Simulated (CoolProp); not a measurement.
Values from CoolProp's reference Helmholtz-energy equation of state, Platzer 1990. This equation is an older, rougher fit; its heat capacities, sound speeds and derivatives of the liquid may be far off and weren't checked against measurements.

Problem. Give the vapour pressure (kPa), vapour density (kg/m³), enthalpy of vaporisation (kJ/kg), surface tension (mN/m) of saturated c-C4F8 (RC318) at 294.1 K.

Solution. 
```json
[
 {"T (K)": "294.1", "p (kPa)": "274", "vapour density (kg/m³)": "24.7", "enthalpy of vaporisation (kJ/kg)": "106", "surface tension (mN/m)": "8.64"}
]
```

Surface tension comes from a separate correlation (Mulero 2012).
